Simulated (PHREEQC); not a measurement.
PHREEQC input (Pitzer model, pitzer.dat):

```
SOLUTION 1
  temp 25
  units mol/kgw
  pH 7 charge
  Cl 0.5248
  Sr 0.069
  Na 0.12
  K 0.26
  Ca 0.0034
END
USE solution 1
INCREMENTAL_REACTIONS false
REACTION 1
  H2O -1
  0 9.886 18.011 24.689 30.178 34.689 38.397 41.444
  43.949 46.007 47.699 49.089 50.232 51.172 51.944 52.578
  53.1 53.528 53.88 54.17 moles
EQUILIBRIUM_PHASES 1
  Halite 0 0
  Portlandite 0 0
  Sylvite 0 0
SELECTED_OUTPUT 1
  -reset false
  -pH true
  -pe true
  -ionic_strength true
  -water true
  -activities H2O
  -totals Ca Cl K Na Sr
  -molalities H+ Na+ K+ Ca+2 Sr+2 Cl- OH-
  -equilibrium_phases Halite Portlandite Sylvite
PRINT
  -reset false
END
```

Selected output (columns that matter, 15 of 20 rows; water left (kg) added in front):

```
water left (kg)	pH	mu	Ca	Cl	K	Na	Sr	m_H+	m_Na+	m_K+	m_Ca+2	la_H2O	Halite	Sylvite
1	6.9278	0.5972	0.0034	0.5248	0.26	0.12	0.069	1.5016e-07	0.12	0.26	0.0034	-0.0068526	0	0
0.821894	6.9158	0.72662	0.0041368	0.63853	0.31634	0.146	0.083952	1.5153e-07	0.146	0.31634	0.0041368	-0.0083496	0	0
0.555203	6.8856	1.0756	0.0061239	0.94524	0.4683	0.21614	0.12428	1.5257e-07	0.21614	0.4683	0.0061239	-0.012454	0	0
0.456313	6.8666	1.3088	0.007451	1.1501	0.56978	0.26298	0.15121	1.5187e-07	0.26298	0.56978	0.007451	-0.015259	0	0
0.375043	6.8443	1.5923	0.0090656	1.3993	0.69325	0.31996	0.18398	1.5006e-07	0.31996	0.69325	0.0090656	-0.018752	0	0
0.253345	6.7869	2.3573	0.01342	2.0715	1.0263	0.47366	0.27236	1.4212e-07	0.47366	1.0263	0.01342	-0.028666	0	0
0.208215	6.7501	2.8682	0.016329	2.5205	1.2487	0.57633	0.33139	1.3548e-07	0.57633	1.2487	0.016329	-0.035737	0	0
0.140655	6.6548	4.2459	0.024173	3.7311	1.8485	0.85315	0.49056	1.1611e-07	0.85315	1.8485	0.024173	-0.056781	0	0
0.115613	6.5934	5.1655	0.029409	4.5393	2.2489	1.0379	0.59682	1.0349e-07	1.0379	2.2489	0.029409	-0.072519	0	0
0.0950203	6.5209	6.285	0.035782	5.523	2.7363	1.2629	0.72616	8.9339e-08	1.2629	2.7363	0.035782	-0.093553	0	0
0.0641769	6.353	7.5088	0.052979	6.3807	2.2546	1.8698	1.0752	8.5223e-08	1.8698	2.2546	0.052979	-0.11755	0	0.11531
0.0527548	6.2429	8.2371	0.064449	6.8647	1.8453	2.2747	1.3079	8.3033e-08	2.2747	1.8453	0.064449	-0.13366	0	0.16265
0.0433504	6.1082	9.1994	0.078431	7.5293	1.421	2.7681	1.5917	7.8202e-08	2.7681	1.421	0.078431	-0.15737	0	0.1984
0.0292979	5.9199	10.52	0.11605	8.0491	1.0541	2.0527	2.3551	9.012e-08	2.0527	1.0541	0.11605	-0.17868	0.059859	0.22912
0.0240733	5.7963	11.432	0.14124	8.425	0.85659	1.5535	2.8662	9.7372e-08	1.5535	0.85659	0.14124	-0.19478	0.082603	0.23938
```
